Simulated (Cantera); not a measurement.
Input (Python, Cantera):

```python
import numpy as np
import cantera as ct

gas = ct.Solution("gri30.yaml")
gas.TPX = 1450, 1300000, {'CH4': 1, 'H2': 0.72, 'O2': 3.52, 'N2': 20.8}
reactor = ct.IdealGasConstPressureReactor(gas, energy="on", clone=False)
net = ct.ReactorNet([reactor])
net.rtol, net.atol = 1e-08, 1e-16
show = ['CH4', 'H2', 'O2', 'H2O2', 'CH3']
times = np.geomspace(1e-06, 2, 14)

steps = ct.SolutionArray(gas, extra=["t"])
rows = []
print(f"{'t/s':>10s}{'T/K':>9s}{'P/Pa':>11s}" + "".join(f"{s:>11s}" for s in show))
for t in times:
    while net.time < t:
        t_next = net.step()
        steps.append(gas.state, t=t_next)
    rows.append([np.interp(t, steps.t, y) for y in (steps.T, steps.P, *steps(*show).X.T)])
    print(f"{t:10.3e}{rows[-1][0]:9.1f}{rows[-1][1]:11.4g}" + "".join(f"{x:11.3e}" for x in rows[-1][2:]))
rate = np.gradient(steps.T, steps.t)
print("integrator steps:", len(steps.t))
if steps.T.max() > steps.T[0] + 200:
    print(f"time of steepest temperature rise: {steps.t[rate.argmax()]:.4e} s")
gas.TPX = 1450, 1300000, {'CH4': 1, 'H2': 0.72, 'O2': 3.52, 'N2': 20.8}
gas.equilibrate("HP")
print(f"equilibrium (HP): T = {gas.T:.1f} K  " + "  ".join(f"{s} {gas[s].X[0]:.3e}" for s in show))
```

Result:

```
       t/s      T/K       P/Pa        CH4         H2         O2       H2O2        CH3
 1.000e-06   1450.0    1.3e+06  3.840e-02  2.765e-02  1.352e-01  5.609e-09  5.128e-07
 3.053e-06   1450.0    1.3e+06  3.840e-02  2.765e-02  1.352e-01  4.043e-08  2.531e-06
 9.319e-06   1450.1    1.3e+06  3.836e-02  2.762e-02  1.351e-01  4.628e-07  3.368e-05
 2.845e-05   1500.4    1.3e+06  3.278e-02  2.584e-02  1.294e-01  2.300e-05  4.450e-04
 8.685e-05   2414.2    1.3e+06  4.392e-17  5.411e-04  4.464e-02  4.587e-07  1.652e-16
 2.651e-04   2414.5    1.3e+06  1.018e-18  5.285e-04  4.452e-02  4.572e-07  3.843e-18
 8.094e-04   2413.4    1.3e+06  1.009e-18  5.271e-04  4.424e-02  4.546e-07  3.794e-18
 2.471e-03   2410.3    1.3e+06  9.896e-19  5.233e-04  4.349e-02  4.477e-07  3.682e-18
 7.543e-03   2404.0    1.3e+06  9.487e-19  5.158e-04  4.198e-02  4.339e-07  3.456e-18
 2.303e-02   2398.5    1.3e+06  9.126e-19  5.095e-04  4.066e-02  4.218e-07  3.263e-18
 7.030e-02   2397.8    1.3e+06  9.078e-19  5.087e-04  4.048e-02  4.202e-07  3.237e-18
 2.146e-01   2397.8    1.3e+06  9.078e-19  5.087e-04  4.048e-02  4.202e-07  3.237e-18
 6.551e-01   2397.8    1.3e+06  9.078e-19  5.087e-04  4.048e-02  4.202e-07  3.237e-18
 2.000e+00   2397.8    1.3e+06  9.078e-19  5.087e-04  4.048e-02  4.202e-07  3.237e-18
integrator steps: 1813
time of steepest temperature rise: 4.2829e-05 s
equilibrium (HP): T = 2397.8 K  CH4 1.315e-18  H2 5.087e-04  O2 4.048e-02  H2O2 4.202e-07  CH3 4.688e-18
```

Cantera simulation using GRI-Mech 3.0 (53 species, 325 reactions); the numbers are that mechanism's predictions, not measurements. The pressure lies above the range GRI-Mech 3.0 was tuned for (to about 10 atm).
